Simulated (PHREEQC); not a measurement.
**Metal-bearing waste water (model solution)**

Dissolve 8.6 mmol/kgw Pb(NO3)2, 0.038 mmol/kgw NaHCO3 and 50 mmol/kgw Na2SO4 at 25 °C. Closed to the air; pH follows from the charge balance.

Equilibrium calculation in PHREEQC: ion-association model, phreeqc.dat.

This is a speciation only: nothing precipitates in the calculation.

Q: Predict the pH, specific conductance.

A: pH 5.92; specific conductance 9070 µS/cm.

Q: In which forms is C present?

A: CO2 50 %, HCO3- 25 %, PbHCO3+ 15 %, PbCO3 9.6 %, NaHCO3 0.7 % of the C.

Saturation is exceeded, for instance for Anglesite, Pb(OH)2; the values hold only as long as no solid forms. Complexes and solids missing from the database can't appear.
